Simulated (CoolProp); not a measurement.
Vapour-liquid equilibrium of isobutene (1) + n-octane (2) at 125 kPa; x and y are mole fractions of (1).

Model: multi-fluid Helmholtz-energy mixture model, Lemmon 2005 and Beckmüller 2019; pair parameters Bell 2016, in CoolProp.

```json
[
 {"x": "0.05", "bubble temperature (K)": "375.5", "y at the bubble point": "0.601", "dew temperature at overall composition x (K)": "404.6", "liquid density (mol/L)": "5.662"},
 {"x": "0.15", "bubble temperature (K)": "?", "y at the bubble point": "?", "dew temperature at overall composition x (K)": "400.5", "liquid density (mol/L)": "6.253"},
 {"x": "0.25", "bubble temperature (K)": "317.2", "y at the bubble point": "0.966", "dew temperature at overall composition x (K)": "396.0", "liquid density (mol/L)": "6.738"},
 {"x": "0.35", "bubble temperature (K)": "?", "y at the bubble point": "0.984", "dew temperature at overall composition x (K)": "391.0", "liquid density (mol/L)": "7.204"},
 {"x": "0.45", "bubble temperature (K)": "296.3", "y at the bubble point": "0.991", "dew temperature at overall composition x (K)": "385.5", "liquid density (mol/L)": "7.683"},
 {"x": "0.55", "bubble temperature (K)": "289.6", "y at the bubble point": "0.995", "dew temperature at overall composition x (K)": "379.1", "liquid density (mol/L)": "8.191"},
 {"x": "0.65", "bubble temperature (K)": "284.3", "y at the bubble point": "0.997", "dew temperature at overall composition x (K)": "?", "liquid density (mol/L)": "8.736"},
 {"x": "0.75", "bubble temperature (K)": "280.0", "y at the bubble point": "0.998", "dew temperature at overall composition x (K)": "362.0", "liquid density (mol/L)": "?"},
 {"x": "0.85", "bubble temperature (K)": "276.3", "y at the bubble point": "0.999", "dew temperature at overall composition x (K)": "348.7", "liquid density (mol/L)": "?"},
 {"x": "0.95", "bubble temperature (K)": "273.1", "y at the bubble point": "?", "dew temperature at overall composition x (K)": "324.5", "liquid density (mol/L)": "10.68"}
]
```

**Question.** Some entries are withheld; supply them.

**Answer.** 
- 0.15, bubble temperature (K): 336.9
- 0.15, y at the bubble point: 0.909
- 0.35, bubble temperature (K): 304.9
- 0.65, dew temperature at overall composition x (K): 371.5
- 0.75, liquid density (mol/L): 9.327
- 0.85, liquid density (mol/L): 9.971
- 0.95, y at the bubble point: 1.000

No azeotrope shows between x = 0.05 and 0.95.

The pair parameters rest on a limited set of measurements; away from them the model extrapolates.
